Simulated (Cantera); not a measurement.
Pyrogenic steam for wet oxidation

A perfectly stirred reactor is fed with 32.3 % H2, 44.8 % O2, 22.9 % N2, at 66000 Pa; it is held at 1250 K, and followed from long to short residence time.

Computed with Cantera and GRI-Mech 3.0 (53 species, 325 reactions). The temperature is held fixed by assumption; the heat of reaction is taken as removed at once.

```tsv
τ (s)	x H2	x O2	x H2O2	x O	x H	x NO2
20	1.92e-5	0.342	1.20e-7	1.31e-6	3.26e-8	5.29e-9
5.9	4.44e-5	0.342	2.31e-7	3.01e-6	1.10e-7	8.73e-9
1.8	1.00e-4	0.342	4.31e-7	6.92e-6	3.58e-7	1.12e-8
0.52	0.000234	0.342	8.16e-7	1.69e-5	1.24e-6	1.04e-8
0.16	0.000524	0.342	1.51e-6	3.99e-5	4.05e-6	7.19e-9
0.047	0.00119	0.342	2.90e-6	9.80e-5	1.38e-5	4.03e-9
0.014	0.00258	0.343	5.32e-6	0.000235	4.62e-5	2.24e-9
0.0041	0.00534	0.343	8.80e-6	0.000552	0.000157	1.54e-9
0.0012	0.0105	0.344	1.28e-5	0.00124	0.000528	1.30e-9
0.00037	0.0195	0.346	1.67e-5	0.00259	0.00167	1.13e-9
```
x: mole fraction; the columns are a selection and need not sum to one.
